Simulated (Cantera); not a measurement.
**Adiabatic ignition**

An adiabatic, constant-pressure homogeneous reactor starts with C₃H₈ : O₂ : N₂ : CO₂ = 1 : 9.62 : 36.2 : 0.26 (molar parts), equivalence ratio 0.52, at 1350 K and 0.860 bar.

Computed with Cantera and GRI-Mech 3.0 (53 species, 325 reactions). GRI-Mech 3.0 was tuned for natural gas; its chemistry of propane as a main component is partial and can be far from experiment.

```
t (s)     T (K)   x C₃H₈    x O₂     x CH₂    x C₂H₂     x NO₂     x HO₂     x C₂H
--------  -----  -------  ------  --------  --------  --------  --------  --------
2.00e-6    1350   0.0212   0.204  1.13e-11  1.90e-12    <1e-12   1.65e-6    <1e-12
7.48e-6    1350   0.0212   0.204  2.14e-10  1.63e-10    <1e-12   1.17e-5    <1e-12
2.80e-5    1349   0.0210   0.204   3.51e-9   9.72e-9    <1e-12   3.93e-5    <1e-12
0.000105   1348   0.0198   0.203   1.97e-8   6.60e-7    <1e-12   3.32e-5    <1e-12
0.000391   1383  0.00974   0.193   4.85e-7   6.72e-5  2.99e-12  0.000304  7.64e-10
0.00146    2351   <1e-12  0.0950    <1e-12    <1e-12   1.64e-7   4.32e-6    <1e-12
0.00547    2368   <1e-12  0.0945    <1e-12    <1e-12   7.00e-7   4.66e-6    <1e-12
0.0205     2364   <1e-12  0.0932    <1e-12    <1e-12   2.37e-6   4.56e-6    <1e-12
0.0765     2355   <1e-12  0.0907    <1e-12    <1e-12   5.67e-6   4.36e-6    <1e-12
0.286      2352   <1e-12  0.0896    <1e-12    <1e-12   7.03e-6   4.28e-6    <1e-12
1.07       2352   <1e-12  0.0896    <1e-12    <1e-12   7.04e-6   4.27e-6    <1e-12
4.00       2352   <1e-12  0.0896    <1e-12    <1e-12   7.04e-6   4.27e-6    <1e-12
```
x: mole fraction; the columns are a selection and need not sum to one.

time of steepest temperature rise: 0.454 ms
temperature at 4.00 s: 2352 K
equilibrium temperature: 2352 K
x(C₃H₈) at 4.00 s: <1e-12 (gas-phase equilibrium <1e-12)
x(O₂) at 4.00 s: 0.0896 (gas-phase equilibrium 0.0896)
x(CH₂) at 4.00 s: <1e-12 (gas-phase equilibrium <1e-12)
